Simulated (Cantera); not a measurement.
A closed system holds: 1 mol Si(CH3)4, 0.099 mol C3H8, 6.4 mol H2, 0.061 mol HCl, at 2200 K and 133 Pa.

These are equilibrium values from Cantera (NASA tables, ideal gas, pure condensed phases), not measurements of a reactor. Candidate condensed phases: C, C6H6, C7H8, C8H18, Si, SiC; 109 gas species. The tables' values for SiCl are old estimates; treat these amounts as uncertain. Gases not in the tables: Si2H6 and higher silanes. The numbers say what is thermodynamically allowed, not how fast it happens.

Task: What is the equilibrium state?

Result: 
* **x(H2)**: 0.819
* **x(H)**: 0.140
* **x(Si)**: 0.0297
* **x(HCl)**: 0.00372
* **x(SiC2)**: 0.00285
* **x(C2H2 (acetylene))**: 0.00210
* **x(Si2C)**: 0.00174
* **x(Cl)**: 0.000462
* **x(SiH)**: 0.000434
* **n(C(graphite))**: 3.66 mol
* **n(SiC(s))**: 0.474 mol
* **gas amount**: 14.36 mol
* **log10 activity of Si(l) (absent)**: -0.97
